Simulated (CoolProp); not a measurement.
Dodecamethylcyclohexasiloxane (D6) at 536.77 K and 0.117 MPa is compressed adiabatically to 0.256 MPa with isentropic efficiency 0.6. Each further row changes one setting.

Computed with CoolProp (reference Helmholtz-energy equation of state, Colonna 2008). It is a short technical equation, of lower accuracy than the large ones.

```tsv
case	work (kJ/kg)	final phase	final density (kg/m³)
as stated	(withheld)	(withheld)	52.4
efficiency 1	(withheld)	two-phase, vapour fraction 0.509	(withheld)
efficiency 0.65	(withheld)	two-phase, vapour fraction 0.548	(withheld)
```

### Question
Complete the blanks.

### Answer

- as stated, work (kJ/kg): 9.83
- as stated, final phase: two-phase, vapour fraction 0.557
- efficiency 1, work (kJ/kg): 5.90
- efficiency 1, final density (kg/m³): 56.9
- efficiency 0.65, work (kJ/kg): 9.07
- efficiency 0.65, final density (kg/m³): 53.2
